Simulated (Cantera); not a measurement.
## Reactions in the system Fe-O-S

Standard-state values (1 bar) from the NASA 1993 polynomials, evaluated with Cantera. Values are per mole of reaction as written; species without (g) are pure solids or liquids, kept so even where they would boil at 1 bar.

2 SO3(g) + Fe = 3 O2(g) + FeS2

| T (K) | ΔH° (kJ) | ΔS° (J/K) | ΔG° (kJ) | log10 K |
|---|---|---|---|---|
| 300 | 620.0 | 127.7 | 581.7 | -101.28 |
| 550 | 623.6 | 136.9 | 548.3 | -52.07 |
| 600 | 623.9 | 137.4 | 541.4 | -47.13 |
| 650 | 624.0 | 137.6 | 534.6 | -42.96 |
| 700 | 624.1 | 137.7 | 527.7 | -39.37 |
| 750 | 624.1 | 137.7 | 520.8 | -36.27 |
| 800 | 624.0 | 137.6 | 513.9 | -33.55 |
| 850 | 623.7 | 137.3 | 507.0 | -31.16 |
| 900 | 623.4 | 136.9 | 500.2 | -29.03 |
| 950 | 622.9 | 136.4 | 493.3 | -27.12 |
| 1000 | 622.2 | 135.7 | 486.5 | -25.41 |
